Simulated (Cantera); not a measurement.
A closed system holds: 1 mol PbO, 2.7 mol H2, equilibrated at 1350 K and 0.143 Torr.

Method: chemical equilibrium by Gibbs-energy minimisation in Cantera with the NASA 1993 tables (ideal gas, pure condensed phases). Candidate condensed phases: H2O, Pb, PbO, PbO2, Pb3O4; 12 gas species. Kinetics and transport are ignored.

Base state: H2 0.459, H2O 0.270, Pb 0.270, H 0.000117, PbO 2.02e-5 (mole fractions); condensed: gas only.

What changes in the equilibrium state with this change: H2 from 2.7 to 0.55 mol?


```json
[
 {"species": "Pb", "before": "0.270", "after": "0.367"},
 {"species": "H2O", "before": "0.270", "after": "0.352"},
 {"species": "PbO", "before": "2.02e-5", "after": "0.273"},
 {"species": "H2", "before": "0.459", "after": "6.02e-5"},
 {"species": "O2", "before": "<1e-9", "after": "0.00750"},
 {"species": "OH", "before": "1.12e-6", "after": "0.000127"},
 {"species": "H", "before": "0.000117", "after": "1.34e-6"}
]
```
